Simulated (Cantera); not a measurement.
An isothermal, constant-pressure homogeneous reactor starts with 37.0 % CH₄, 63.0 % CO₂, at 1848 K and 105 Torr.

Detailed kinetics in Cantera: GRI-Mech 3.0 (53 species, 325 reactions).

x: mole fraction; the columns are a selection and need not sum to one.

```csv
t (s),x CH₄,x CO₂,x CH₂O,x H,x C₂H₆
1.00e-6,0.370,0.630,2.65e-11,3.48e-6,1.77e-11
2.96e-6,0.370,0.630,4.46e-10,3.83e-6,6.40e-10
8.77e-6,0.370,0.630,5.82e-9,3.85e-6,1.88e-8
2.60e-5,0.370,0.629,8.64e-8,3.97e-6,4.70e-7
7.70e-5,0.369,0.629,1.59e-6,5.07e-6,9.48e-6
0.000228,0.364,0.628,2.86e-5,1.43e-5,0.000124
0.000675,0.327,0.614,0.000187,8.06e-5,0.000621
0.00200,(withheld),(withheld),(withheld),(withheld),(withheld)
0.00592,0.0928,0.408,6.17e-5,0.000346,8.54e-5
0.0175,0.0248,0.230,3.06e-5,0.000420,1.39e-5
0.0520,0.00885,0.128,1.28e-5,0.000588,3.11e-6
0.154,0.00643,0.0825,3.95e-6,0.000671,1.13e-6
0.456,0.00312,0.0540,9.44e-7,0.000730,2.07e-7
1.35,0.000354,0.0441,8.65e-8,0.000753,2.43e-9
4.00,(withheld),0.0436,(withheld),0.000807,<1e-12
```

Q: What belongs in the gaps?

A: 
- 0.00200, x CH₄: 0.203
- 0.00200, x CO₂: 0.538
- 0.00200, x CH₂O: 0.000139
- 0.00200, x H: 0.000242
- 0.00200, x C₂H₆: 0.000352
- 4.00, x CH₄: 2.12e-9
- 4.00, x CH₂O: 9.80e-9
